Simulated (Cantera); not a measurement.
# Equilibrium for boron, boron nitride and boron oxide: B2H6 + O2

Charge: 1 mol B2H6, 0.23 mol O2, at 0.00150 bar.

Cantera equilibrium calculation (NASA polynomials, part measured and part estimated; ideal gas, pure solids and liquids). Candidate condensed phases: B, B2O3, B3O3H3, H2O; 23 gas species. The feed counts by its element totals alone. Mutual solubility and eutectic melting of coexisting phases are not modelled. The tables' values for BH2 are old estimates; treat these amounts as uncertain. The numbers say what is thermodynamically allowed, not how fast it happens.

```json
[
 {"T (°C)": "577", "x H2": "1.000", "x HBO": "2.69e-7", "x H": "5.29e-10", "x BO": "<1e-12", "x B2O2": "1.31e-11", "n B(s)": "1.69", "n B2O3(l)": "0.153"},
 {"T (°C)": "677", "x H2": "1.000", "x HBO": "6.24e-6", "x H": "1.44e-8", "x BO": "7.29e-12", "x B2O2": "3.19e-9", "n B(s)": "1.69", "n B2O3(l)": "0.153"},
 {"T (°C)": "777", "x H2": "1.000", "x HBO": "7.80e-5", "x H": "2.09e-7", "x BO": "1.01e-9", "x B2O2": "2.65e-7", "n B(s)": "1.69", "n B2O3(l)": "0.153"},
 {"T (°C)": "877", "x H2": "0.999", "x HBO": "0.000619", "x H": "1.93e-6", "x BO": "5.81e-8", "x B2O2": "9.96e-6", "n B(s)": "1.69", "n B2O3(l)": "0.152"},
 {"T (°C)": "977", "x H2": "0.996", "x HBO": "0.00348", "x H": "1.25e-5", "x BO": "1.72e-6", "x B2O2": "0.000205", "n B(s)": "1.69", "n B2O3(l)": "0.148"},
 {"T (°C)": "1077", "x H2": "0.981", "x HBO": "0.0149", "x H": "6.10e-5", "x BO": "3.06e-5", "x B2O2": "0.00266", "n B(s)": "1.67", "n B2O3(l)": "0.130"},
 {"T (°C)": "1177", "x H2": "0.919", "x HBO": "0.0505", "x H": "0.000234", "x BO": "0.000362", "x B2O2": "0.0238", "n B(s)": "1.59", "n B2O3(l)": "0.0301"},
 {"T (°C)": "1277", "x H2": "0.896", "x HBO": "0.0658", "x H": "0.000770", "x BO": "0.00137", "x B2O2": "0.0316", "n B(s)": "1.55", "n B2O3(l)": "0"},
 {"T (°C)": "1377", "x H2": "0.889", "x HBO": "0.0722", "x H": "0.00221", "x BO": "0.00382", "x B2O2": "0.0302", "n B(s)": "1.55", "n B2O3(l)": "0"},
 {"T (°C)": "1477", "x H2": "0.882", "x HBO": "0.0755", "x H": "0.00564", "x BO": "0.00910", "x B2O2": "0.0270", "n B(s)": "1.54", "n B2O3(l)": "0"},
 {"T (°C)": "1577", "x H2": "0.870", "x HBO": "0.0750", "x H": "0.0130", "x BO": "0.0189", "x B2O2": "0.0224", "n B(s)": "1.54", "n B2O3(l)": "0"},
 {"T (°C)": "1677", "x H2": "0.851", "x HBO": "0.0696", "x H": "0.0273", "x BO": "0.0340", "x B2O2": "0.0167", "n B(s)": "1.54", "n B2O3(l)": "0"},
 {"T (°C)": "1777", "x H2": "0.822", "x HBO": "0.0592", "x H": "0.0531", "x BO": "0.0529", "x B2O2": "0.0108", "n B(s)": "1.53", "n B2O3(l)": "0"}
]
```
x: gas mole fraction; n: condensed amount in mol.

From 577 °C to 1177 °C the condensed part is B(s) + B2O3(l). From 1277 °C to 1777 °C the condensed part is B(s). The main B-bearing gas is B3O3H3 at 577 °C and HBO at 1777 °C.
